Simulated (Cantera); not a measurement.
Feed: 1 mol Cr2O3, 77 mol H2, 0.046 mol H2O, held at 0.000140 bar.

These are equilibrium values from Cantera (NASA tables, ideal gas, pure condensed phases), not measurements of a reactor. Candidate condensed phases: Cr, Cr2O3, H2O; 13 gas species. The numbers say what is thermodynamically allowed, not how fast it happens.

Q: Which condensed phases are stable at each of these points (T (K)): 950, 1050, 1150, 1250, 1350, 1450, 1550, 1650, 1750, 1850, 1950, 2050?

A: 
| T (K) | condensed phases | Cr condensed (%) |
|---|---|---|
| 950 | Cr2O3(s) | 100.0 |
| 1050 | Cr2O3(s) | 100.0 |
| 1150 | Cr2O3(s) | 100.0 |
| 1250 | Cr2O3(s) | 100.0 |
| 1350 | Cr2O3(s) | 99.8 |
| 1450 | Cr2O3(s) | 97.6 |
| 1550 | Cr2O3(s) | 90.1 |
| 1650 | Cr2O3(s) | 69.4 |
| 1750 | Cr2O3(s) | 20.0 |
| 1850 | gas only | 0.0 |
| 1950 | gas only | 0.0 |
| 2050 | gas only | 0.0 |

From 950 K to 1750 K the condensed part is Cr2O3(s). From 1850 K to 2050 K nothing is condensed.
